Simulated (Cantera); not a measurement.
Charge: 1 mol Si, 0.0075 mol O2, a varied amount of N2, equilibrated at 750 Torr.

Method: chemical equilibrium by Gibbs-energy minimisation in Cantera with the NASA 1993 tables (ideal gas, pure condensed phases). Candidate condensed phases: Si, SiO2, Si2N2O, Si3N4; 16 gas species. N2 is the only nitrogen source here; it is nearly inert below about 1500 K, so the nitride shown seldom forms there in practice. Mutual solubility and eutectic melting of coexisting phases are not modelled. Rates play no part.

Stable condensed phases, one row left out:

```
T in K \ n(N2) in mol
         1.8 2.5 3.6 5.1 7.2  10  15  21  30  42  60  85 120
   2050    A   A   B   B   B   B   B   B   B   B   B   B   B
   1950    A   A   A   A   A   A   B   B   B   B   B   B   B
   1750    A   A   A   A   A   A   A   A   A   A   A   A   A
   1650    A   A   A   A   A   A   A   A   A   A   A   A   A
   1550    A   A   A   A   A   A   A   A   A   A   A   A   A
   1450    A   A   A   A   A   A   A   A   A   A   A   A   A
   1350    A   A   A   A   A   A   A   A   A   A   A   A   A
   1250    A   A   A   A   A   A   A   A   A   A   A   A   A
   1150    A   A   A   A   A   A   A   A   A   A   A   A   A
```

A: Si2N2O + Si3N4; B: Si3N4.

Problem. Give the row for 1850 K.

Solution. 1.8: Si2N2O + Si3N4; 2.5: Si2N2O + Si3N4; 3.6: Si2N2O + Si3N4; 5.1: Si2N2O + Si3N4; 7.2: Si2N2O + Si3N4; 10: Si2N2O + Si3N4; 15: Si2N2O + Si3N4; 21: Si2N2O + Si3N4; 30: Si2N2O + Si3N4; 42: Si2N2O + Si3N4; 60: Si2N2O + Si3N4; 85: Si3N4; 120: Si3N4.
